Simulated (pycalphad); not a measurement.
All values are pycalphad results on the COST 507 light-alloy database (1999) (1 atm), not direct measurements. The database dates from 1999; later assessments differ in places, in temperatures and in the compounds included. Kinetics are ignored, which matters at the lower temperatures.

# Si-3.222Cu (wt.%): equilibrium cooling sequence

| T (°C) | phases above | phases below |
|---|---|---|
| 1406.8 | liquid | diamond (Si) + liquid |
| 800.5 | diamond (Si) + liquid | CU19SI6_ETA + diamond (Si) |

Changes were sought between steps of 75 K, so a narrower field can be missed.

Database names, with the compositions (at.%) that they take in these runs: CU19SI6_ETA: Cu 76 Si 24.
